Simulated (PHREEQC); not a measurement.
Make-up at 25 °C: 0.012 mol CaCl2 per kg of water. Closed to the air; pH follows from the charge balance.

Computed with PHREEQC (ion-association model, wateq4f.dat).

| Quantity | Value |
|---|---|
| ionic strength | 0.0360 mol/kgw |

| species | molality | activity | log γ |
|---|---|---|---|
| Cl- | 0.0240 | 0.0200 | -0.079 |
| Ca+2 | 0.0120 | 0.00617 | -0.289 |
| H+ | 1.23e-7 | 1.07e-7 | -0.062 |
| OH- | 1.12e-7 | 9.35e-8 | -0.079 |
| CaOH+ | 1.12e-8 | 9.55e-9 | -0.070 |

No solid was allowed to form.
